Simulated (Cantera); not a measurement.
# Pyrogenic steam for wet oxidation

A perfectly stirred reactor is fed with H2 : O2 : N2 = 0.67 : 1 : 0.54 (molar parts), equivalence ratio 0.34, at 17000 Pa; it is held at 1100 K, and followed from long to short residence time.

Computed with Cantera and the H2/O2 subset of GRI-Mech 3.0, which has no nitrogen chemistry. The temperature is held fixed by assumption; the heat of reaction is taken as removed at once.

```json
[
 {"τ (s)": "0.55", "x H2": "0.000800", "x O2": "0.355", "x O": "8.42e-5", "x OH": "0.000260", "x H2O": "0.356"},
 {"τ (s)": "0.36", "x H2": "0.00105", "x O2": "0.355", "x O": "0.000113", "x OH": "0.000300", "x H2O": "0.356"},
 {"τ (s)": "0.23", "x H2": "0.00140", "x O2": "0.355", "x O": "0.000155", "x OH": "0.000350", "x H2O": "0.355"},
 {"τ (s)": "0.15", "x H2": "0.00183", "x O2": "0.355", "x O": "0.000208", "x OH": "0.000408", "x H2O": "0.355"},
 {"τ (s)": "0.094", "x H2": "0.00243", "x O2": "0.355", "x O": "0.000285", "x OH": "0.000485", "x H2O": "0.354"},
 {"τ (s)": "0.060", "x H2": "0.00317", "x O2": "0.355", "x O": "0.000383", "x OH": "0.000576", "x H2O": "0.353"},
 {"τ (s)": "0.039", "x H2": "0.00408", "x O2": "0.355", "x O": "0.000508", "x OH": "0.000683", "x H2O": "0.352"},
 {"τ (s)": "0.025", "x H2": "0.00525", "x O2": "0.356", "x O": "0.000675", "x OH": "0.000818", "x H2O": "0.350"},
 {"τ (s)": "0.016", "x H2": "0.00675", "x O2": "0.356", "x O": "0.000893", "x OH": "0.000984", "x H2O": "0.348"},
 {"τ (s)": "0.010", "x H2": "0.00873", "x O2": "0.356", "x O": "0.00119", "x OH": "0.00120", "x H2O": "0.346"},
 {"τ (s)": "0.0066", "x H2": "0.0109", "x O2": "0.357", "x O": "0.00153", "x OH": "0.00143", "x H2O": "0.343"}
]
```
x: mole fraction; the columns are a selection and need not sum to one.
